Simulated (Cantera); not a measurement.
A Cantera script and what it prints.

```python
import numpy as np
import cantera as ct

gas_names = [...]  # 96 gases of nasa_gas.yaml made of C, Cl, H, Ti
cond_names = """
    C(gr) C6H6(L) C7H8(L) C8H18(L),n-octa Ti(a) Ti(b) Ti(L) TiC(s) TiC(L) TiCL2(s) TiCL3(s) TiCL4(L)
""".split()


# ... load() reads the species with a 1 bar reference pressure and builds the phases ...
atoms = {
    'TiCl4': {'Ti': 1, 'CL': 4},
    'C3H8': {'C': 3, 'H': 8},
}
top_T = {'C(gr)': 4500, 'TiCL2(s)': 1300, 'TiCL3(s)': 1000}  # K; cautious upper limits of use, not melting points


# ... equilibrate(T, P, feed) seeds the gas with the atoms and calls Mixture.equilibrate('TP', solver="vcs", rtol=1e-11, max_steps=5000) ...
results = []
T = 1273  # K
P = 1000  # Pa
for m in [0.1, 0.19, 0.29, 0.38, 0.48, 0.57, 0.67, 0.76, 0.85, 0.95, 1, 1.1, 1.2]:
    feed = {'TiCl4': 1, 'C3H8': m}  # mol
    mix = equilibrate(T, P, feed)
    results.append((T, P, feed, dict(zip(mix.species_names, mix.species_moles))))

top = {s: max(r[3][s] / sum(r[3][g] for g in gas_names) for r in results) for s in gas_names}
cols = sorted((s for s in top if top[s] > 1e-06), key=lambda s: -top[s])[:8]
seen = [c for c in cond_names if any(r[3].get(c, 0) > 1e-12 for r in results)]
print("log10 of partial pressures in bar; condensed amounts in mol")
print(f"{'n(C3H8)':>10s}" + "".join(f"{s[:9]:>10s}" for s in cols + seen))
for T, P, feed, n in results:
    ng = sum(n[g] for g in gas_names)
    print(f"{feed['C3H8']:10.4g}" + "".join(f"{np.log10(max(n[s] / ng * P / 1e5, 1e-99)):10.3f}" for s in cols)
          + "".join(f"{n.get(c, 0):10.4g}" for c in seen))
```

Output:

```
log10 of partial pressures in bar; condensed amounts in mol
   n(C3H8)        H2       HCL     TiCL4     TiCL3     TiCL2       CH4        CL         H     C(gr)    TiC(s)
       0.1    -3.109    -2.466    -2.393    -2.755    -6.308    -8.246    -7.129    -7.701    0.2333   0.06673
      0.19    -2.817    -2.360    -2.555    -2.876    -6.389    -7.661    -7.170    -7.555    0.4146    0.1554
      0.29    -2.660    -2.319    -2.703    -2.987    -6.463    -7.347    -7.207    -7.477    0.6318    0.2382
      0.38    -2.573    -2.304    -2.819    -3.074    -6.521    -7.173    -7.235    -7.433    0.8364    0.3036
      0.48    -2.505    -2.299    -2.935    -3.161    -6.579    -7.037    -7.264    -7.399     1.071    0.3687
      0.57    -2.459    -2.300    -3.031    -3.233    -6.627    -6.945    -7.288    -7.376     1.288    0.4216
      0.67    -2.419    -2.305    -3.131    -3.308    -6.677    -6.864    -7.314    -7.356     1.535    0.4751
      0.76    -2.389    -2.312    -3.216    -3.372    -6.720    -6.805    -7.335    -7.341     1.761    0.5189
      0.85    -2.363    -2.319    -3.298    -3.433    -6.761    -6.754    -7.355    -7.329     1.991     0.559
      0.95    -2.339    -2.329    -3.385    -3.499    -6.804    -6.705    -7.377    -7.316      2.25    0.5997
         1    -2.328    -2.334    -3.427    -3.530    -6.825    -6.684    -7.388    -7.311     2.381    0.6186
       1.1    -2.308    -2.345    -3.510    -3.592    -6.867    -6.644    -7.408    -7.301     2.646    0.6537
       1.2    -2.291    -2.356    -3.590    -3.653    -6.907    -6.609    -7.428    -7.292     2.914    0.6855
```

These are equilibrium values from Cantera (NASA tables, ideal gas, pure condensed phases), not measurements of a reactor. The tables' values for TiCl2 are old estimates; treat these amounts as uncertain. TiC: taken at fixed stoichiometry.
